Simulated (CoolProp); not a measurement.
Ammonia along the isotherm 217.8 K: Z from the reference equation and from simpler models built on Tc = 405.6 K, pc = 11.36 MPa, ω = 0.256; each cubic takes its own stable root.

Computed with CoolProp (reference Helmholtz-energy equation of state, Gao 2020).

| p (MPa) | phase | reference |
|---|---|---|
| 1.22 | liquid | 0.01619 |
| 2.44 | liquid | 0.03236 |
| 3.65 | liquid | 0.04838 |
| 4.87 | liquid | 0.06450 |
| 6.09 | liquid | 0.08060 |
| 7.31 | liquid | 0.09668 |
| 8.52 | liquid | 0.1126 |
| 9.74 | liquid | 0.1286 |
| 11 | liquid | 0.1452 |
| 12.2 | liquid | 0.1609 |
| 13.4 | liquid | 0.1766 |
| 14.6 | liquid | 0.1923 |
| 15.8 | liquid | 0.2080 |
| 17 | liquid | 0.2236 |

### Question
How far does each simpler model (van der Waals, Soave-Redlich-Kwong) lie from the reference over these 14 states: mean and median of the absolute difference, and the worst?

### Answer
- van der Waals: mean 90.8 %, median 90.8 %, worst +92.2 % at 217.8 K and 1.22 MPa
- Soave-Redlich-Kwong: mean 26.8 %, median 26.8 %, worst +26.9 % at 217.8 K and 17 MPa
